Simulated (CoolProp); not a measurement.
Vapour-liquid equilibrium of isopentane (1) + R365MFC (2) at 147.75 °C; x and y are mole fractions of (1).

Model: multi-fluid Helmholtz-energy mixture model, Lemmon 2006 and Lemmon 2016; pair parameters Bell 2016, in CoolProp.

```
x     bubble pressure, mixture model (bar)  bubble pressure, Raoult's law (bar)  y, mixture model  y, Raoult's law
----  ------------------------------------  -----------------------------------  ----------------  ---------------
0.05                                 17.27                                16.31             0.083            0.055
0.2                                  19.73                                16.58             0.270            0.217
0.35                                 21.27                                16.84             0.405            0.374
0.5                                  22.02                                17.10             0.520            0.526
0.65                                 22.00                                17.37             0.630            0.673
0.8                                  21.13                                17.63             0.752            0.816
0.95                                 19.06                                17.89             0.921            0.955
```

The largest gap from Raoult's law is +28.8 % in bubble pressure, at x = 0.5. y crosses x between x = 0.5 and 0.65: the model has an azeotrope there.

The pair parameters rest on a limited set of measurements; away from them the model extrapolates.
